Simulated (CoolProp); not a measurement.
Aqueous potassium formate as a coolant, at 0 °C, 1 atm.

Values from CoolProp's Melinder's fits for secondary coolants.

```
mass %  freezing point (°C)  conductivity (W/(m K))  viscosity (mPa s)  Prandtl number  cp (kJ/(kg K))
------  -------------------  ----------------------  -----------------  --------------  --------------
4.1                       …                   0.557                  …            13.8           4.044
9.5                    -4.6                   0.550               1.98            13.8               …
14.8                   -7.9                   0.542               2.09            14.0               …
20.2                  -11.8                       …                  …            14.5           3.427
25.6                  -16.5                   0.525               2.47            15.3               …
30.9                  -22.2                   0.515               2.71            16.2           3.082
36.3                      …                   0.503               2.97            17.4           2.934
```

**Question.** Some entries are withheld; supply them.

**Answer.** 
- 4.1, freezing point (°C): -1.8
- 4.1, viscosity (mPa s): 1.90
- 9.5, cp (kJ/(kg K)): 3.826
- 14.8, cp (kJ/(kg K)): 3.623
- 20.2, conductivity (W/(m K)): 0.534
- 20.2, viscosity (mPa s): 2.26
- 25.6, cp (kJ/(kg K)): 3.244
- 36.3, freezing point (°C): -29.3
